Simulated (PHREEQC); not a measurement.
A solution holds 63 mmol/kgw NiSO4, 0.24 mmol/kgw CaCl2, 14 mmol/kgw HCl and 1.5 mmol/kgw Na2SO4, at 57 °C. Closed to the air; pH follows from the charge balance.

All values are PHREEQC results (ion-association model, wateq4f.dat), not measurements.

```csv
quantity,before,after
pH,2.44,2.23
ionic strength (mol/kgw),0.150,0.155
Na+ (mol/kgw),0.00285,0.00286
NaSO4- (mol/kgw),0.000153,0.000139
SI of Gypsum (CaSO4:2H2O),-1.76,-1.79
SI of Halite (NaCl),-6.31,-6.14
```

**Question.** Name the change that produced these shifts.
A) Na2SO4 from 0.0015 to 0.003 mol/kgw
B) HCl from 0.014 to 0.021 mol/kgw
C) NiSO4 replaced by NH4HSO4 at the same molality
D) diluted 2-fold with water
E) NiSO4 replaced by Cs2SO4 at the same molality

**Answer.** B, HCl from 0.014 to 0.021 mol/kgw

Precipitation was switched off in this run. At this temperature some constants are extrapolated from 25 °C, and those without enthalpy data are left unchanged.
